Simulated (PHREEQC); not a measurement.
PHREEQC input (ion-association model, wateq4f.dat):

```
SOLUTION_MASTER_SPECIES
  An  An-  0  An  62.0  # stands for a non-complexing anion
SOLUTION_SPECIES
  An- = An-
    -log_k 0
    -gamma 3.0 0
  PO4-3 + 3H+ = H3PO4  # constants of phreeqc.dat
    -log_k 21.721
    -delta_h -10.1 kJ
PHASES
  Fix_H+
    H+ = H+
    -log_k 0
SOLUTION 1
  temp 25
  units mmol/kgw
  pH 7 charge
  P 0.39
  Na 300.39
  An 300
END
SELECTED_OUTPUT 1
  -reset false
  -pH true
  -pe true
  -ionic_strength true
  -water true
  -totals Na P
  -molalities Hfo_wOH Hfo_wOH2+ Hfo_wO- Hfo_sOH Hfo_sOH2+ Hfo_sO- Hfo_wH2PO4 Hfo_wHPO4- Hfo_wPO4-2
USER_PUNCH 1
  -headings sigma psi
  10 PUNCH EDL("sigma", "Hfo"), EDL("psi", "Hfo")
PRINT
  -reset false
USE solution 1
SURFACE 1
  Hfo_wOH 0.0105618 600 4.7
  Hfo_sOH 0.000264045
EQUILIBRIUM_PHASES 1
  Fix_H+ -3 HAn 10
    -force_equality true
  O2(g) -0.68 10
END
# ... the last block is repeated for the other 12 points of pH, with NaOH or the acid as the point needs
```

Selected output (columns that matter, 13 of 13 rows; pH added in front):

```
pH	mu	Na	P	m_Hfo_wOH	m_Hfo_wOH2+	m_Hfo_wO-	m_Hfo_sOH	m_Hfo_sOH2+	m_Hfo_sO-	m_Hfo_wH2PO4	m_Hfo_wHPO4-	m_Hfo_wPO4-2	sigma	psi
3	0.30683	0.30039	1.5044e-08	6.2275e-05	0.010109	8.7881e-09	1.6166e-06	0.00026243	2.2813e-10	0.00033864	5.1207e-05	1.315e-07	0.35314	0.12302
3.5	0.30585	0.30039	1.165e-08	0.00018766	0.009984	8.0802e-08	4.8713e-06	0.00025917	2.0975e-09	0.0002662	0.00012282	9.6234e-07	0.34623	0.1221
4	0.30535	0.30039	7.9961e-09	0.0005249	0.0096462	6.5434e-07	1.3626e-05	0.0002504	1.6986e-08	0.00016483	0.00022017	4.9943e-06	0.33074	0.11983
4.5	0.30483	0.30039	5.2012e-09	0.0012741	0.0088934	4.1818e-06	3.3075e-05	0.00023086	1.0855e-07	8.2506e-05	0.00029016	1.7329e-05	0.30095	0.11513
5	0.30412	0.30039	3.9486e-09	0.0025039	0.007649	1.8777e-05	6.4998e-05	0.00019856	4.8743e-07	3.8491e-05	0.0003093	4.2207e-05	0.2544	0.10678
5.5	0.30329	0.30039	3.954e-09	0.0039624	0.0061508	5.8477e-05	0.00010286	0.00015967	1.518e-06	1.8518e-05	0.00029283	7.8641e-05	0.19848	0.094592
6	0.30249	0.30039	5.3532e-09	0.0053069	0.0047284	0.00013645	0.00013776	0.00012274	3.5421e-06	9.4107e-06	0.00025927	0.00012131	0.14403	0.079277
6.5	0.30181	0.30039	1.0315e-08	0.0063508	0.0035616	0.00025942	0.00016486	9.2453e-05	6.7342e-06	5.0446e-06	0.00022081	0.00016413	0.097137	0.061592
7	0.30125	0.30039	3.039e-08	0.0070665	0.0026781	0.00042716	0.00018344	6.9518e-05	1.1088e-05	2.8461e-06	0.00018434	0.00020278	0.058835	0.042083
7.5	0.30079	0.30039	1.2998e-07	0.0075088	0.0020253	0.00063775	0.00019491	5.2573e-05	1.6555e-05	1.6757e-06	0.0001525	0.00023569	0.027364	0.021242
8	0.30038	0.30039	6.8198e-07	0.0077456	0.0015263	0.00090048	0.00020105	3.9618e-05	2.3373e-05	1.0005e-06	0.00012464	0.00026368	-0.00033937	-0.00027119
8.5	0.30042	0.30082	3.7503e-06	0.0078079	0.0011155	0.001252	0.00020261	2.8946e-05	3.2488e-05	5.7292e-07	9.8438e-05	0.00028723	-0.027818	-0.021588
9	0.30091	0.30175	1.9059e-05	0.0076615	0.00076028	0.0017687	0.00019851	1.9699e-05	4.5827e-05	2.8809e-07	7.1265e-05	0.00029938	-0.058328	-0.041803
```

H3PO4, which wateq4f.dat lacks, is added to it with the constant of phreeqc.dat. The oxide is taken as insoluble; below pH 4 it would dissolve.
